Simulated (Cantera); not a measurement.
Cantera run:

```python
import numpy as np
import cantera as ct

gas_names = """
    C3H8 HCN NH3
""".split()
cond_names = """
    Ta(cr) Ta(L) TaC(s) TaC(L)
""".split()


# ... load() reads the species with a 1 bar reference pressure and builds the phases ...
species = {s.name: s for s in load("nasa_gas.yaml", gas_names) + load("nasa_condensed.yaml", cond_names)}
# Each term lists the table entries of one substance; the one whose range holds T is used.
reactions = {
    '7 Ta + C3H8(g) + 4 HCN(g) = 4 NH3(g) + 7 TaC':
        [(-7, ['Ta(cr)', 'Ta(L)']), (-1, ['C3H8']), (-4, ['HCN']), (4, ['NH3']), (7, ['TaC(s)', 'TaC(L)'])],
}


def pick(names, T):
    return next(species[n] for n in names if species[n].thermo.min_temp <= T <= species[n].thermo.max_temp)


results = []
for label, terms in reactions.items():
    print(label)
    print("     T/K   dH/kJ  dS/(J/K)   dG/kJ   log10 K")
    for T in [300, 598, 698, 798, 898, 998, 1098, 1198, 1298, 1398, 1498, 1598]:
        used = [(nu, pick(names, T)) for nu, names in terms]
        dH = sum(nu * s.thermo.h(T) for nu, s in used) / 1e6
        dS = sum(nu * s.thermo.s(T) for nu, s in used) / 1e3
        dG = dH - T * dS / 1e3
        logK = -dG * 1e6 / (ct.gas_constant * T * np.log(10))
        results.append((label, T, dH, dS, dG, logK, [s.name for _, s in used]))
        print(f"{T:8g} {dH:8.1f} {dS:8.1f} {dG:8.1f} {logK:8.2f}")
```

Output:

```
7 Ta + C3H8(g) + 4 HCN(g) = 4 NH3(g) + 7 TaC
     T/K   dH/kJ  dS/(J/K)   dG/kJ   log10 K
     300  -1627.7   -300.1  -1537.7   267.73
     598  -1623.7   -291.2  -1449.6   126.62
     698  -1622.3   -288.9  -1420.6   106.31
     798  -1621.0   -287.3  -1391.8    91.10
     898  -1619.9   -286.0  -1363.1    79.29
     998  -1618.8   -284.8  -1334.6    69.85
    1098  -1617.6   -283.7  -1306.2    62.14
    1198  -1616.3   -282.5  -1277.8    55.72
    1298  -1614.9   -281.4  -1249.7    50.29
    1398  -1613.3   -280.2  -1221.6    45.64
    1498  -1611.6   -279.0  -1193.6    41.62
    1598  -1609.6   -277.8  -1165.8    38.11
```

Standard-state values (1 bar) from the NASA 1993 polynomials, evaluated with Cantera. TaC: taken at fixed stoichiometry. Condensed species are held in their standard states even where they would react or evaporate.
